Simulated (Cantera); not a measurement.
Charge: 1 mol Ta(OEt)5, 1.8 mol O2, held at 2477 °C and 2.10 Pa.

Equilibrium computed with Cantera from the NASA thermochemical tables; the gas is ideal and each condensed phase is pure. Candidate condensed phases: C, C6H6, C7H8, C8H18, H2O, Ta, TaC, Ta2O5; 113 gas species. The feed counts by its element totals alone. TaC: taken at fixed stoichiometry. Condensed phases not in the tables: Ta2C. Equilibrium is a limit: real reactors are often held back by kinetics, nucleation or transport.

Base state: H 0.733, CO 0.254, C 0.0108, H2 0.00241, C2 0.000278, C3 0.000172, Ta 5.44e-5 (mole fractions); condensed: TaC(s).

Question: What changes in the equilibrium state with this change: temperature from 2477 °C to 2227 °C?

Answer: 
```tsv
species	before	after
H	0.733	0.718
CO	0.254	0.259
H2	0.00241	0.0171
C	0.0108	0.00368
Ta	5.44e-5	1.25e-7
C2H2 (acetylene)	2.43e-7	3.98e-5
C2H	8.56e-6	0.000120
C3	0.000172	0.00236
C2	0.000278	0.000469
TaC(s), mol	0.998	1.000
```
